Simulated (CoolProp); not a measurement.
Properties of carbon dioxide along the isobar 5630 kPa (Tc = 31.0 °C, pc = 7377 kPa, ω = 0.224).

Model: reference Helmholtz-energy equation of state, Span 1996, in CoolProp.

| T (°C) | phase | Z | cv (kJ/(kg K)) | expansivity (1/kK) | viscosity (µPa s) | fugacity coefficient |
|---|---|---|---|---|---|---|
| -0.15 | liquid | 0.1153 | ? | 6.310 | 106 | 0.4972 |
| 9.55 | liquid | 0.1197 | 0.9478 | 8.874 | ? | 0.5991 |
| 28.75 | gas | 0.6397 | 0.8949 | ? | 17.3 | 0.7382 |
| 38.45 | gas | 0.6983 | 0.8413 | 10.40 | 17.4 | 0.7661 |
| 48.05 | gas | 0.7403 | ? | ? | 17.7 | 0.7896 |
| 57.65 | gas | 0.7731 | 0.8004 | ? | 18.0 | 0.8099 |
| 67.35 | gas | 0.8001 | 0.7922 | ? | 18.4 | ? |
| 76.95 | gas | 0.8224 | 0.7879 | 5.450 | 18.7 | 0.8437 |

Q: Complete the blanks.

A: 
- -0.15, cv (kJ/(kg K)): 0.9329
- 9.55, viscosity (µPa s): 88.0
- 28.75, expansivity (1/kK): 14.85
- 48.05, cv (kJ/(kg K)): 0.8150
- 48.05, expansivity (1/kK): 8.282
- 57.65, expansivity (1/kK): 6.990
- 67.35, expansivity (1/kK): 6.098
- 67.35, fugacity coefficient: 0.8279

Viscosity comes from a separate model (Laesecke 2017).
